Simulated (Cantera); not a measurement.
Feed: 1 mol SiCl4, 360 mol H2, equilibrated at 1400 K and 1.43 Torr.

Equilibrium computed with Cantera from the NASA thermochemical tables; the gas is ideal and each condensed phase is pure. Candidate condensed phases: Si; 19 gas species. Rates play no part.

Base state: H2 0.989, HCl 0.0104, SiCl2 0.000323, H 0.000111 (mole fractions); condensed: Si(s).

**Question.** What changes in the equilibrium state with this change: SiCl4 replaced by Si2Cl6?

**Answer.** 
| species | before | after |
|---|---|---|
| H2 | 0.989 | 0.984 |
| HCl | 0.0104 | 0.0151 |
| SiCl2 | 0.000323 | 0.000688 |
| H | 0.000111 | 0.000111 |
| Si(s), mol | 0.882 | 1.75 |
The feed counts by its element totals alone.

**Question.** What changes in the equilibrium state with this change: temperature from 1400 K to 1675 K?

**Answer.** 
```json
[
 {"species": "H2", "before": "0.989", "after": "0.986"},
 {"species": "HCl", "before": "0.0104", "after": "0.0102"},
 {"species": "H", "before": "0.000111", "after": "0.00265"},
 {"species": "Si", "before": "4.33e-7", "after": "0.000228"},
 {"species": "SiCl2", "before": "0.000323", "after": "0.000382"},
 {"species": "SiH", "before": "9.37e-8", "after": "1.66e-5"},
 {"species": "SiCl", "before": "3.59e-7", "after": "1.97e-5"},
 {"species": "SiH2", "before": "3.73e-7", "after": "1.11e-5"},
 {"species": "Cl", "before": "9.61e-7", "after": "2.14e-5"},
 {"species": "Si(s), mol", "before": "0.882", "after": "0.760"}
]
```
The tables' values for SiCl are old estimates; treat these amounts as uncertain. Gases not in the tables: Si2H6 and higher silanes.
